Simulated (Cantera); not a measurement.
# Roasting and sulfation: MgCO3 + H2S + H2O

Feed: 1 mol MgCO3, 1.6 mol H2S, 0.38 mol H2O, equilibrated at 1348 K and 0.620 bar.

Equilibrium computed with Cantera from the NASA thermochemical tables; the gas is ideal and each condensed phase is pure. Candidate condensed phases: C, C6H6, C7H8, C8H18, H2O, H2SO4, Mg, MgCO3, MgO, Mg(OH)2, MgS, MgSO4, S; 130 gas species. Rates play no part.

The x(H2O) comes out as 0.249 and the x(H2S) is 0.232. The x(CO2) is 0.157, the x(CO) is 0.130 and the x(S2) is 0.115. The x(H2) is 0.105. The x(COS) is 0.00927 and the x(SO2) is 0.00147. The x(SH) comes out as 0.000911, the n(MgO(s)) is 1.00 mol and the gas amount is 3.375 mol. The log10 activity of S(l) (absent) is -1.60, the log10 activity of C(graphite) (absent) comes out as -3.70 and the log10 activity of Mg(l) (absent) comes out as -11.22.
